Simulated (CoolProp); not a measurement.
A closed Brayton cycle with dry air: compressor inlet 315.15 K and 1.4 MPa, high pressure 3.35 MPa, turbine inlet 620 K, compressor efficiency 0.8, turbine efficiency 0.85, recuperator effectiveness 0.8 (on enthalpy, no pinch check). Each further row changes one setting.

The numbers come from the reference Helmholtz-energy equation of state, Lemmon 2000 in CoolProp. It is a pseudo-pure fit of the blend.

```csv
case,thermal efficiency (%),net work (kJ/kg),compressor to turbine work,compressor exit (K),turbine exit (K)
as stated,___,5.89,0.95,426.5,507.1
turbine inlet 570 K,-3.2,-3.83,1.0,426.5,465.2
compressor inlet 325.15 K,1.7,___,0.98,___,507.1
high pressure 2.85 MPa,___,9.11,0.91,___,526.2
recuperator effectiveness 0.5,3.6,5.89,0.95,426.5,507.1
```

Task: Complete the blanks.

Result: 
- as stated, thermal efficiency (%): 4.3
- compressor inlet 325.15 K, net work (kJ/kg): 2.24
- compressor inlet 325.15 K, compressor exit (K): 439.9
- high pressure 2.85 MPa, thermal efficiency (%): 7.3
- high pressure 2.85 MPa, compressor exit (K): 403.8
